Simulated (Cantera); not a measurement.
An isothermal, constant-pressure homogeneous reactor starts with 2.84 % H₂, 4.44 % O₂, 84.3 % N₂, 8.43 % H₂O, equivalence ratio 0.32, at 1000 K and 428 Torr.

Cantera simulation using the H2/O2 subset of GRI-Mech 3.0, which has no nitrogen chemistry; the numbers are that mechanism's predictions, not measurements.

x: mole fraction; the columns are a selection and need not sum to one.

```
t (s)         x H₂    x O₂     x HO₂       x O    x H₂O₂      x OH       x H
--------  --------  ------  --------  --------  --------  --------  --------
9.00e-6     0.0284  0.0444  5.11e-12    <1e-12    <1e-12    <1e-12  4.21e-12
4.70e-5     0.0284  0.0444  3.41e-11  3.93e-12    <1e-12  1.78e-12  1.96e-11
0.000246    0.0284  0.0444  4.60e-10  5.05e-11    <1e-12  1.93e-11  1.71e-10
0.00128     0.0284  0.0444   2.70e-7   2.37e-8  6.47e-10         ?   7.71e-8
0.00671    0.00180  0.0315   1.49e-5   1.14e-5   2.93e-6         ?   8.11e-6
0.0351    0.000725  0.0309   8.62e-6   9.14e-7   4.99e-6         ?   4.09e-7
0.183     0.000176  0.0307   3.26e-6   1.32e-7   9.19e-7         ?   3.91e-8
0.957      2.30e-5  0.0306   5.68e-7   5.21e-9   3.02e-8         ?   1.23e-9
5.00       1.81e-6  0.0306   5.39e-8  1.50e-10  4.21e-10         ?  3.21e-11
```

Task: Fill in the missing entries.

Result: 
- 0.00128, x OH: 9.01e-9
- 0.00671, x OH: 1.63e-5
- 0.0351, x OH: 1.98e-6
- 0.183, x OH: 7.31e-7
- 0.957, x OH: 1.66e-7
- 5.00, x OH: 4.94e-8
